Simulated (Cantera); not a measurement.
An isothermal, constant-pressure homogeneous reactor starts with H₂ : O₂ = 0.0056 : 1 (molar parts), equivalence ratio 0.0028, at 1223 K and 3100 Pa.

Model: the H2/O2 subset of GRI-Mech 3.0, which has no nitrogen chemistry, integrated in Cantera. Radical loss at walls, strong at low pressure, is not modelled.

x: mole fraction; the columns are a selection and need not sum to one.

```tsv
t (s)	x H₂	x O₂	x HO₂	x H₂O₂	x OH
0.000200	0.00557	0.994	3.65e-9	<1e-12	3.81e-9
0.000579	0.00557	0.994	1.06e-8	3.76e-12	2.01e-8
0.00168	0.00557	0.994	3.47e-8	3.08e-11	5.03e-7
0.00485	[?]	0.992	1.97e-6	8.35e-8	0.000956
0.0140	[?]	0.990	1.04e-6	2.22e-8	0.000449
0.0406	[?]	0.991	8.70e-7	2.09e-8	0.000378
0.118	[?]	0.993	5.80e-7	1.75e-8	0.000259
0.340	[?]	0.994	2.71e-7	1.09e-8	0.000135
0.985	[?]	0.994	8.76e-8	4.19e-9	5.87e-5
2.85	[?]	0.994	2.25e-8	1.08e-9	2.45e-5
8.25	[?]	0.994	6.79e-9	2.57e-10	1.09e-5
23.9	[?]	0.994	4.56e-9	7.02e-11	5.47e-6
69.1	7.31e-10	0.994	5.30e-9	3.20e-11	3.59e-6
200	6.51e-10	0.994	5.49e-9	2.88e-11	3.39e-6
```

Task: What belongs in the gaps?

Result: 
- 0.00485, x H₂: 0.00294
- 0.0140, x H₂: 1.25e-5
- 0.0406, x H₂: 8.78e-6
- 0.118, x H₂: 4.08e-6
- 0.340, x H₂: 1.10e-6
- 0.985, x H₂: 2.04e-7
- 2.85, x H₂: 3.48e-8
- 8.25, x H₂: 6.83e-9
- 23.9, x H₂: 1.70e-9
